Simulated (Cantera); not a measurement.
Silicon oxide and oxynitride deposition: Si2H6 + O3 + N2

Feed: 1 mol Si2H6, 3.7 mol O3, 14 mol N2, equilibrated at 135 Torr.

These are equilibrium values from Cantera (NASA tables, ideal gas, pure condensed phases), not measurements of a reactor. Candidate condensed phases: H2O, Si, SiO2, Si2N2O, Si3N4; 35 gas species. The feed counts by its element totals alone. The tables hold silica as quartz up to 1696 K and as liquid above; real silica turns to tridymite and cristobalite and melts near 1996 K. Gases not in the tables: Si(OH)4. Kinetics and transport are ignored.

From 923 K to 1673 K the condensed part is SiO2(β-quartz). From 1748 K to 1823 K the condensed part is SiO2(condensed).

```json
[
 {"T (K)": "923", "x N2": "0.735", "x H2O": "0.157", "x O2": "0.108", "x NO": "8.64e-6", "x OH": "3.67e-8", "n SiO2(β-quartz)": "2.00", "n SiO2(condensed)": "0"},
 {"T (K)": "998", "x N2": "0.735", "x H2O": "0.157", "x O2": "0.108", "x NO": "2.12e-5", "x OH": "1.80e-7", "n SiO2(β-quartz)": "2.00", "n SiO2(condensed)": "0"},
 {"T (K)": "1073", "x N2": "0.735", "x H2O": "0.157", "x O2": "0.108", "x NO": "4.57e-5", "x OH": "7.08e-7", "n SiO2(β-quartz)": "2.00", "n SiO2(condensed)": "0"},
 {"T (K)": "1148", "x N2": "0.735", "x H2O": "0.157", "x O2": "0.108", "x NO": "8.92e-5", "x OH": "2.33e-6", "n SiO2(β-quartz)": "2.00", "n SiO2(condensed)": "0"},
 {"T (K)": "1223", "x N2": "0.735", "x H2O": "0.157", "x O2": "0.108", "x NO": "0.000161", "x OH": "6.63e-6", "n SiO2(β-quartz)": "2.00", "n SiO2(condensed)": "0"},
 {"T (K)": "1298", "x N2": "0.735", "x H2O": "0.157", "x O2": "0.107", "x NO": "0.000270", "x OH": "1.67e-5", "n SiO2(β-quartz)": "2.00", "n SiO2(condensed)": "0"},
 {"T (K)": "1373", "x N2": "0.735", "x H2O": "0.157", "x O2": "0.107", "x NO": "0.000429", "x OH": "3.81e-5", "n SiO2(β-quartz)": "2.00", "n SiO2(condensed)": "0"},
 {"T (K)": "1448", "x N2": "0.735", "x H2O": "0.157", "x O2": "0.107", "x NO": "0.000649", "x OH": "7.97e-5", "n SiO2(β-quartz)": "2.00", "n SiO2(condensed)": "0"},
 {"T (K)": "1523", "x N2": "0.734", "x H2O": "0.157", "x O2": "0.107", "x NO": "0.000942", "x OH": "0.000155", "n SiO2(β-quartz)": "2.00", "n SiO2(condensed)": "0"},
 {"T (K)": "1598", "x N2": "0.734", "x H2O": "0.157", "x O2": "0.107", "x NO": "0.00132", "x OH": "0.000283", "n SiO2(β-quartz)": "2.00", "n SiO2(condensed)": "0"},
 {"T (K)": "1673", "x N2": "0.734", "x H2O": "0.157", "x O2": "0.107", "x NO": "0.00180", "x OH": "0.000490", "n SiO2(β-quartz)": "2.00", "n SiO2(condensed)": "0"},
 {"T (K)": "1748", "x N2": "0.734", "x H2O": "0.157", "x O2": "0.106", "x NO": "0.00238", "x OH": "0.000809", "n SiO2(β-quartz)": "0", "n SiO2(condensed)": "2.00"},
 {"T (K)": "1823", "x N2": "0.733", "x H2O": "0.157", "x O2": "0.106", "x NO": "0.00307", "x OH": "0.00128", "n SiO2(β-quartz)": "0", "n SiO2(condensed)": "2.00"}
]
```
x: gas mole fraction; n: condensed amount in mol.
